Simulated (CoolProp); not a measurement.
A closed Brayton cycle with nitrogen: compressor inlet 317.15 K and 6.8 MPa, high pressure 18.5 MPa, turbine inlet 665 K, compressor efficiency 0.89, turbine efficiency 0.93, recuperator effectiveness 0.95 (on enthalpy, no pinch check). Each further row changes one setting.

Values from CoolProp's reference Helmholtz-energy equation of state, Span 2000.

```json
[
 {"case": "as stated", "thermal efficiency (%)": "23.0", "net work (kJ/kg)": "40.8", "compressor to turbine work": "0.76", "compressor exit (K)": "437.1", "turbine exit (K)": "514.1"},
 {"case": "turbine inlet 615 K", "thermal efficiency (%)": "[?]", "net work (kJ/kg)": "28.0", "compressor to turbine work": "[?]", "compressor exit (K)": "437.1", "turbine exit (K)": "474.1"},
 {"case": "compressor inlet 327.15 K", "thermal efficiency (%)": "20.7", "net work (kJ/kg)": "[?]", "compressor to turbine work": "0.78", "compressor exit (K)": "[?]", "turbine exit (K)": "514.1"},
 {"case": "high pressure 15.7 MPa", "thermal efficiency (%)": "[?]", "net work (kJ/kg)": "[?]", "compressor to turbine work": "0.72", "compressor exit (K)": "[?]", "turbine exit (K)": "536.4"},
 {"case": "recuperator effectiveness 0.5", "thermal efficiency (%)": "19.0", "net work (kJ/kg)": "40.8", "compressor to turbine work": "0.76", "compressor exit (K)": "437.1", "turbine exit (K)": "514.1"}
]
```

Problem. Some entries are withheld; supply them.

Solution. 
- turbine inlet 615 K, thermal efficiency (%): 17.2
- turbine inlet 615 K, compressor to turbine work: 0.82
- compressor inlet 327.15 K, net work (kJ/kg): 36.5
- compressor inlet 327.15 K, compressor exit (K): 450.8
- high pressure 15.7 MPa, thermal efficiency (%): 25.8
- high pressure 15.7 MPa, net work (kJ/kg): 40.0
- high pressure 15.7 MPa, compressor exit (K): 415.0
